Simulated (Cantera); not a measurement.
A closed system holds: 1 mol FeS, 9.7 mol H₂, 18 mol N₂, equilibrated at 1000 Pa.

Equilibrium computed with Cantera from the NASA thermochemical tables; the gas is ideal and each condensed phase is pure. Candidate condensed phases: Fe, FeS, FeS₂, S; 16 gas species. Metal and sulfide melt together well below either melting point, which pure phases cannot show. Mutual solubility and eutectic melting of coexisting phases are not modelled. FeS: taken at fixed stoichiometry. Equilibrium is a limit: real reactors are often held back by kinetics, nucleation or transport.

x: gas mole fraction; n: condensed amount in mol.

```
T (K)   x N₂   x H₂      x Fe       x H      x S₂    x H₂S  n Fe(γ)  n FeS(s)  n FeS(l)  n Fe(δ)  n Fe(l)
-----  -----  -----  --------  --------  --------  -------  -------  --------  --------  -------  -------
1323   0.650  0.347   2.08e-7   9.35e-6   6.77e-5  0.00275   0.0808     0.919         0        0        0
1398   0.650  0.346   1.46e-6   2.78e-5  0.000311  0.00377    0.125     0.875         0        0        0
1473   0.649  0.345         ?         ?         ?        ?        ?         0         ?        0        0
1548   0.648  0.343   4.03e-5  0.000180   0.00308  0.00552    0.342         0     0.656        0        0
1623   0.644  0.340  0.000167  0.000403   0.00742  0.00614    0.620         0     0.375        0        0
1698   0.639  0.337  0.000609  0.000839    0.0135  0.00608        0         0         0    0.983        0
1773   0.638  0.337         ?         ?    0.0137        ?        0         0         0    0.944        0
1848   0.634  0.335   0.00570   0.00307    0.0135  0.00360        0         0         0        0    0.838
1923   0.627  0.331    0.0148   0.00542    0.0130  0.00277        0         0         0        0    0.575
1998   0.613  0.322    0.0341   0.00910    0.0120  0.00210        0         0         0        0        0
2073   0.611  0.318    0.0339    0.0148    0.0110  0.00163        0         0         0        0        0
```

### Question
What belongs in the gaps?

### Answer

- 1473, x Fe: 8.36e-6
- 1473, x H: 7.43e-5
- 1473, x S₂: 0.00117
- 1473, x H₂S: 0.00489
- 1473, n Fe(γ): 0.208
- 1473, n FeS(l): 0.791
- 1773, x Fe: 0.00198
- 1773, x H: 0.00165
- 1773, x H₂S: 0.00467
